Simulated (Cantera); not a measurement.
Charge: 1 mol MgCO₃, 0.28 mol SO₃, 0.099 mol O₂, equilibrated at 600 K and 0.0100 bar.

Method: chemical equilibrium by Gibbs-energy minimisation in Cantera with the NASA 1993 tables (ideal gas, pure condensed phases). Candidate condensed phases: C, Mg, MgCO₃, MgO, MgS, MgSO₄, S; 26 gas species. Kinetics and transport are ignored.

### Question
What is the equilibrium state?

### Answer
- x(CO₂): 0.910
- x(O₂): 0.0901
- n(MgO(s)): 0.720 mol
- n(MgSO₄(s)): 0.280 mol
- gas amount: 1.099 mol
- log10 activity of MgCO₃(s) (absent): -0.94
- log10 activity of C(graphite) (absent): -33.40
- log10 activity of S(l) (absent): -40.38
